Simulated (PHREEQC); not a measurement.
3.7 g of hydrous ferric oxide (600 m²/g; 0.2 weak and 0.005 strong sites per Fe, Dzombak-Morel constants, diffuse double layer) in 1 kg of water with 0.001 mol/kgw of an inert sodium salt and 7.1e-05 mol/kgw Na2SeO4, at 25 °C; the pH is set by adding NaOH or the inert anion's acid. O2 is buffered at 0.21 atm. The system is closed to CO2. No solid was allowed to form.

Base run: PHREEQC, ion-association model, wateq4f.dat. Each further column changes one thing. The table gives surface charge σ (C/m²).

```tsv
pH	base	oxide from 3.7 to 18 g/kgw
4	0.155	0.232
4.5	0.100	0.160
5	0.062	?
6	0.021	?
6.5	0.012	?
7	0.006	0.007
7.5	0.003	0.003
8	0.000	0.001
9	-0.005	-0.005
9.5	-0.010	-0.011
10	-0.018	-0.023
```

Q: Complete the blanks.

A: 
- 5, oxide from 3.7 to 18 g/kgw: 0.099
- 6, oxide from 3.7 to 18 g/kgw: 0.029
- 6.5, oxide from 3.7 to 18 g/kgw: 0.015
